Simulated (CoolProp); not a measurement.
Vapour-liquid equilibrium of R152A (1) + n-butane (2) at 70.35 °C; x and y are mole fractions of (1).

Model: multi-fluid Helmholtz-energy mixture model, Outcalt 1996 and Bücker 2006; pair parameters Bell 2016, in CoolProp.

```json
[
 {"x": "0.05", "bubble pressure, mixture model (kPa)": "994.2", "bubble pressure, Raoult's law (kPa)": "869.9", "y, mixture model": "…", "y, Raoult's law": "0.109"},
 {"x": "0.15", "bubble pressure, mixture model (kPa)": "1267", "bubble pressure, Raoult's law (kPa)": "978.4", "y, mixture model": "…", "y, Raoult's law": "0.291"},
 {"x": "0.25", "bubble pressure, mixture model (kPa)": "1459", "bubble pressure, Raoult's law (kPa)": "1087", "y, mixture model": "0.484", "y, Raoult's law": "0.437"},
 {"x": "0.35", "bubble pressure, mixture model (kPa)": "1600", "bubble pressure, Raoult's law (kPa)": "1196", "y, mixture model": "0.556", "y, Raoult's law": "0.557"},
 {"x": "0.45", "bubble pressure, mixture model (kPa)": "1708", "bubble pressure, Raoult's law (kPa)": "1304", "y, mixture model": "0.614", "y, Raoult's law": "0.656"},
 {"x": "0.55", "bubble pressure, mixture model (kPa)": "1794", "bubble pressure, Raoult's law (kPa)": "1413", "y, mixture model": "…", "y, Raoult's law": "0.740"},
 {"x": "0.65", "bubble pressure, mixture model (kPa)": "1862", "bubble pressure, Raoult's law (kPa)": "1521", "y, mixture model": "0.722", "y, Raoult's law": "0.812"},
 {"x": "0.75", "bubble pressure, mixture model (kPa)": "…", "bubble pressure, Raoult's law (kPa)": "1630", "y, mixture model": "…", "y, Raoult's law": "0.875"},
 {"x": "0.85", "bubble pressure, mixture model (kPa)": "1934", "bubble pressure, Raoult's law (kPa)": "1738", "y, mixture model": "0.855", "y, Raoult's law": "0.930"},
 {"x": "0.95", "bubble pressure, mixture model (kPa)": "…", "bubble pressure, Raoult's law (kPa)": "1847", "y, mixture model": "0.945", "y, Raoult's law": "0.978"}
]
```

Question: Some entries are withheld; supply them.

Answer: 
- 0.05, y, mixture model: 0.184
- 0.15, y, mixture model: 0.379
- 0.55, y, mixture model: 0.667
- 0.75, bubble pressure, mixture model (kPa): 1910
- 0.75, y, mixture model: 0.783
- 0.95, bubble pressure, mixture model (kPa): 1924

The largest gap from Raoult's law is +34.2 % in bubble pressure, at x = 0.25. y crosses x between x = 0.85 and 0.95: the model has an azeotrope there.

Pair parameters are fitted to limited data, so mixtures are less certain than the pure fluids.
